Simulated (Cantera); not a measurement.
# Thermodynamics of aluminium nitride and oxide growth, feed Al + O2 + N2

Charge: 1 mol Al, 0.73 mol O2, 940 mol N2, at 1000 Pa.

Equilibrium computed with Cantera from the NASA thermochemical tables; the gas is ideal and each condensed phase is pure. Candidate condensed phases: Al, AlN, Al2O3; 16 gas species. Mutual solubility and eutectic melting of coexisting phases are not modelled. Condensed phases not in the tables: aluminium oxynitride. Kinetics and transport are ignored.

```
T (K)   x N2     x Al   x Al2O     x AlO      x NO       x O       x N  n AlN(s)  n Al2O3(s)
-----  -----  -------  -------  --------  --------  --------  --------  --------  ----------
1573   1.000  6.61e-7  3.23e-8  2.73e-11  1.52e-12    <1e-12  3.61e-12    0.0260       0.487
1623   1.000  2.95e-6  2.18e-7  1.47e-10  4.23e-12    <1e-12  1.11e-11    0.0236       0.487
1673   1.000  1.21e-5  1.31e-6  7.15e-10  1.11e-11    <1e-12  3.22e-11    0.0137       0.486
1723   1.000  2.43e-5  3.08e-6   2.57e-9  4.15e-11  3.03e-12  8.74e-11         0       0.486
1773   1.000  2.45e-5  2.89e-6   6.93e-9  2.22e-10  2.24e-11  2.25e-10         0       0.486
1823   1.000  2.47e-5  2.72e-6   1.77e-8   1.09e-9  1.48e-10  5.48e-10         0       0.486
1873   1.000  2.49e-5  2.57e-6   4.28e-8   4.87e-9  8.88e-10   1.28e-9         0       0.486
1923   1.000  2.51e-5  2.43e-6   9.89e-8   2.02e-8   4.84e-9   2.84e-9         0       0.486
1973   1.000  2.53e-5  2.30e-6   2.19e-7   7.78e-8   2.41e-8   6.08e-9         0       0.486
2023   1.000  2.56e-5  2.19e-6   4.67e-7   2.79e-7   1.11e-7   1.25e-8         0       0.486
2073   1.000  2.62e-5  2.12e-6   9.62e-7   9.34e-7   4.70e-7   2.49e-8         0       0.485
```
x: gas mole fraction; n: condensed amount in mol.

From 1573 K to 1673 K the condensed part is AlN(s) + Al2O3(s). From 1723 K to 2073 K the condensed part is Al2O3(s). The main Al-bearing gas is Al throughout.
